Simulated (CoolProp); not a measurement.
A Linde-Hampson liquefier for carbon monoxide: isothermal reversible compression at 290 K from 1 atm to 10 MPa, throttling to 1 atm, return gas leaving the recuperator 10 K below the feed. Each further row changes one setting.

Model: reference Helmholtz-energy equation of state, Lemmon 2006, in CoolProp. It is a short technical equation, of lower accuracy than the large ones.

| case | liquid yield per pass | compression work (kJ/kg of gas) |
|---|---|---|
| as stated | 0.033 | 393 |
| high pressure 20 MPa | 0.071 | 453 |
| warm-end temperature 320 K | 0.020 | 436 |
| warm-end gap 15 K | 0.021 | 393 |
